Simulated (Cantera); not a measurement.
Feed: 1 mol Si2H6, 0.31 mol O2, 17 mol N2, equilibrated at 1.00 Torr.

Cantera equilibrium calculation (NASA polynomials, part measured and part estimated; ideal gas, pure solids and liquids). Candidate condensed phases: H2O, Si, SiO2, Si2N2O, Si3N4; 35 gas species. The feed counts by its element totals alone. N2 is the only nitrogen source here; it is nearly inert below about 1500 K, so the nitride shown seldom forms there in practice. Mutual solubility and eutectic melting of coexisting phases are not modelled. The numbers say what is thermodynamically allowed, not how fast it happens.

Problem. Which condensed phases are stable at each of these points (T (K)): 1300, 1375, 1450, 1525, 1600, 1675, 1750, 1825, 1900?

Solution. 
```csv
T (K),condensed phases,Si condensed (%)
1300,Si2N2O(s) + Si3N4(s),100.0
1375,Si2N2O(s) + Si3N4(s),100.0
1450,Si2N2O(s) + Si3N4(s),100.0
1525,Si2N2O(s) + Si3N4(s),99.5
1600,Si2N2O(s) + Si3N4(s),96.1
1675,Si2N2O(s) + Si3N4(s),71.8
1750,Si(l),67.7
1825,Si(l),65.1
1900,Si(l),58.4
```

From 1300 K to 1675 K the condensed part is Si2N2O(s) + Si3N4(s). From 1750 K to 1900 K the condensed part is Si(l).
